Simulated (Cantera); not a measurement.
Cantera run:

```python
import numpy as np
import cantera as ct

gas_names = """
    CL CL2 H HCL H2 N NH NH2 NH3 N2 N2H2 N2H4 Si SiCL SiCL2 SiCL3 SiCL4 SiH SiHCL3 SiH2 SiH2CL2 SiH3
    SiH3CL SiH4 SiN Si2 Si2N Si3
""".split()
cond_names = """
    NH4CL(a) NH4CL(b) Si(cr) Si(L) Si3N4(a)
""".split()


# ... load() reads the species with a 1 bar reference pressure and builds the phases ...
atoms = {
    'SiHCl3': {'Si': 1, 'H': 1, 'CL': 3},
    'NH3': {'N': 1, 'H': 3},
    'N2': {'N': 2},
}
top_T = {'Si3N4(a)': 2400}  # K; cautious upper limits of use, not melting points


# ... equilibrate(T, P, feed) seeds the gas with the atoms and calls Mixture.equilibrate('TP', solver="vcs", rtol=1e-11, max_steps=5000) ...
results = []
feed = {'SiHCl3': 1, 'NH3': 43, 'N2': 2.3}  # mol
T = 1350  # K
P = 19000  # Pa
mix = equilibrate(T, P, feed)
results.append((T, P, feed, dict(zip(mix.species_names, mix.species_moles))))
print(gas.report(threshold=0.0001))
for i in range(1, mix.n_phases):
    print(f"{mix.phase(i).name:16s} {mix.phase_moles(i):12.5e} mol")
```

Output:

```
       temperature   1350 K
          pressure   19000 Pa
           density   0.016722 kg/m^3
  mean mol. weight   9.8789 kg/kmol
   phase of matter   gas

                          1 kg             1 kmol
                     ---------------   ---------------
          enthalpy        2.9252e+06        2.8898e+07  J
   internal energy         1.789e+06        1.7673e+07  J
           entropy             21592        2.1331e+05  J/K
    Gibbs function       -2.6224e+07       -2.5906e+08  J
 heat capacity c_p            3284.1             32443  J/K
 heat capacity c_v            2442.5             24129  J/K

                      mass frac. Y      mole frac. X     chem. pot. / RT
                     ---------------   ---------------   ---------------
               HCL           0.12347          0.033455           -38.375
                H2           0.14457           0.70844           -20.307
                N2           0.73188           0.25809           -28.709
     [  +25 minor]        8.2259e-05        1.7084e-05

Si(cr)            0.00000e+00 mol
Si3N4(a)          3.33142e-01 mol
```

Method: chemical equilibrium by Gibbs-energy minimisation in Cantera with the NASA 1993 tables (ideal gas, pure condensed phases).
